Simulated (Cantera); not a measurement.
A jet of 4.41 % CH₄, 12.6 % O₂, 83.0 % N₂, equivalence ratio 0.70 at 300 K and 210 Torr hits a platinum plate 3.6 cm away at a mass flux of 0.081 kg/m²/s; the plate temperature is set and raised in steps from an oxygen-covered start.

Computed with Cantera and Deutschmann's 1995 Pt surface mechanism with GRI-Mech 3.0 gas chemistry. Catalytic surfaces can have several steady states; this one follows from the mechanism file's or the stated starting coverage.

x: mole fraction at the wall; θ: surface coverage.

| plate T (K) | wall x CH₄ | wall x O₂ | wall x H₂O | wall x OH | wall x CO | wall x CO₂ | θ free Pt | θ O* | θ OH* |
|---|---|---|---|---|---|---|---|---|---|
| 950 | 0.0175 | 0.0694 | 0.0495 | 7.51e-8 | 8.41e-6 | 0.0327 | 0.230 | 0.767 | 0.00268 |
| 1000 | 0.0116 | 0.0569 | 0.0603 | 2.02e-7 | 7.65e-6 | 0.0399 | 0.304 | 0.693 | 0.00269 |
| 1050 | 0.00808 | 0.0495 | 0.0667 | 4.81e-7 | 7.14e-6 | 0.0442 | 0.377 | 0.620 | 0.00252 |
| 1100 | 0.00593 | 0.0450 | 0.0705 | 1.04e-6 | 6.92e-6 | 0.0468 | 0.448 | 0.550 | ___ |
| 1150 | 0.00458 | 0.0423 | 0.0728 | 2.06e-6 | 6.99e-6 | 0.0483 | 0.514 | 0.484 | ___ |
| 1200 | 0.00368 | 0.0406 | 0.0742 | 3.83e-6 | 7.32e-6 | 0.0492 | 0.576 | 0.422 | ___ |

Task: Complete the blanks.

Result: 
- 1100, θ OH*: 0.00228
- 1150, θ OH*: 0.00203
- 1200, θ OH*: 0.00178
